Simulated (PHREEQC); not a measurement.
Solution (20 °C): 0.0035 mol CdCl2 per kg of water. Closed to the air; pH follows from the charge balance.

Computed with PHREEQC (ion-association model, wateq4f.dat).

This is a speciation only: nothing precipitates in the calculation.

Task: Predict the pH, ionic strength.

Result: pH 6.20; ionic strength 0.00851 mol/kgw.

Task: In which forms is Cd present?

Result: Cd+2 72 %, CdCl+ 28 %, CdCl2 0.6 % of the Cd.
